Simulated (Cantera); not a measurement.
Feed: 1 mol Al(CH3)3, 2.8 mol N2, a varied amount of H2, at 2050 K and 20.0 Pa.

Cantera equilibrium calculation (NASA polynomials, part measured and part estimated; ideal gas, pure solids and liquids). Candidate condensed phases: Al, AlN, C, C6H6, C7H8, C8H18; 97 gas species. The feed counts by its element totals alone. The numbers say what is thermodynamically allowed, not how fast it happens.

**Question.** At 93 mol H2, list the 7 most abundant gas species with their mole fractions, and the condensed phases.

**Answer.** H2 0.818, H 0.145, N2 0.0243, Al 0.00913, HCN 0.00252, C2H2 (acetylene) 0.000868, HNC 0.000156. Condensed: C(graphite).
